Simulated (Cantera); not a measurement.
An isothermal, constant-pressure homogeneous reactor starts with N2O : H2 : N2 = 0.58 : 0.002 : 9.2 (molar parts), at 1423 K and 1.38 atm.

Detailed kinetics in Cantera: GRI-Mech 3.0 (53 species, 325 reactions). GRI-Mech 3.0 was tuned for natural gas; its chemistry of N2O as a main component is partial and can be far from experiment.

Q: Predict: x(N2O) at 1.00 s; x(HO2) at 1.00 s; x(NO) at 1.00 s; x(NO2) at 1.00 s; x(OH) at 1.00 s; x(O) at 1.00 s.

A: 
| Item | Value |
|---|---|
| x(N2O) at 1.00 s | 6.35e-8 (gas-phase equilibrium 2.80e-8) |
| x(HO2) at 1.00 s | 1.05e-9 (gas-phase equilibrium 1.18e-9) |
| x(NO) at 1.00 s | 0.00853 (gas-phase equilibrium 0.000338) |
| x(NO2) at 1.00 s | 2.36e-5 (gas-phase equilibrium 1.01e-6) |
| x(OH) at 1.00 s | 9.26e-7 (gas-phase equilibrium 9.62e-7) |
| x(O) at 1.00 s | 1.79e-7 (gas-phase equilibrium 1.93e-7) |
